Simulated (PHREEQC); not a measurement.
Solution A (1.1 mol MgCl2, 0.014 mol NaHCO3 and 2.2 mol NaCl per kg of water) is mixed with solution B (1.6 mol/kgw HCl, 0.66 mol/kgw MgSO4 and 1.4 mol/kgw MgCl2) at 20 °C; shares are by mass of water, 1 kg in all. No CO2 enters from the air. Only these solids could form: Bischofite, Bloedite, Brucite, Burkeite, Epsomite, Halite, Hexahydrite, Kieserite, Nesquehonite, Mirabilite, Nahcolite, Natron, Thenardite, Trona, MgCl2_4H2O.

Equilibrium calculation in PHREEQC: Pitzer model, pitzer.dat.

```tsv
share of solution B	pH	CO2 (mol/kgw)	HCO3- (mol/kgw)	HSO4- (mol/kgw)	SO4-2 (mol/kgw)	MgCO3 (mol/kgw)
0	6.50	0.00124	0.0115	0	0	0.000976
0.1	0.20	0.0126	6.19e-8	(withheld)	0.0442	0
0.2	-0.13	0.0112	2.76e-8	0.0620	0.0700	0
0.3	-0.32	0.00980	(withheld)	0.108	(withheld)	0
0.4	-0.47	0.00840	1.03e-8	0.156	0.108	0
0.6	-0.71	(withheld)	(withheld)	0.256	0.140	0
0.7	-0.81	0.00420	2.78e-9	0.307	0.155	0
0.8	-0.90	(withheld)	1.58e-9	0.358	0.170	0
0.9	(withheld)	0.00140	6.83e-10	0.409	0.185	0
1	-1.06	0	0	0.460	0.200	0
```

### Question
Fill in the missing entries.

### Answer

- 0.1, HSO4- (mol/kgw): 0.0218
- 0.3, HCO3- (mol/kgw): 1.61e-8
- 0.3, SO4-2 (mol/kgw): 0.0901
- 0.6, CO2 (mol/kgw): 0.00560
- 0.6, HCO3- (mol/kgw): 4.42e-9
- 0.8, CO2 (mol/kgw): 0.00280
- 0.9, pH: -0.98

In brines, pH and single-ion activities rest on the MacInnes convention.
